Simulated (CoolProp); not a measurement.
Values from CoolProp's reference Helmholtz-energy equation of state, Lemmon 2003. It is a pseudo-pure fit of the blend.

Question: For R410A, give the phase and the cv (kJ/(kg K)), speed of sound (m/s), Joule-Thomson coefficient (K/MPa) at 500 K and 0.101 MPa.

Answer: 
- 500 K and 0.101 MPa: gas; cv 0.982, speed of sound 253, Joule-Thomson coefficient 4.08
